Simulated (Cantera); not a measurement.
Feed: 1 mol B2H6, a varied amount of H2O, equilibrated at 1873 K and 0.000210 bar.

Cantera equilibrium calculation (NASA polynomials, part measured and part estimated; ideal gas, pure solids and liquids). Candidate condensed phases: B, B2O3, B3O3H3, H2O; 23 gas species. The feed counts by its element totals alone. Kinetics and transport are ignored.

**Question.** What share of the B ends up in condensed phases as a function of n(H2O) (mol), at 0.67, 1, 1.5, 2.2, 3.3, 4.8, 7.2, 11?

**Answer.** 
```json
[
 {"n(H2O) (mol)": "0.67", "B condensed (%)": "66.4", "as": "B(s)"},
 {"n(H2O) (mol)": "1", "B condensed (%)": "49.8", "as": "B(s)"},
 {"n(H2O) (mol)": "1.5", "B condensed (%)": "24.8", "as": "B(s)"},
 {"n(H2O) (mol)": "2.2", "B condensed (%)": "0.0", "as": "-"},
 {"n(H2O) (mol)": "3.3", "B condensed (%)": "0.0", "as": "-"},
 {"n(H2O) (mol)": "4.8", "B condensed (%)": "0.0", "as": "-"},
 {"n(H2O) (mol)": "7.2", "B condensed (%)": "0.0", "as": "-"},
 {"n(H2O) (mol)": "11", "B condensed (%)": "0.0", "as": "-"}
]
```
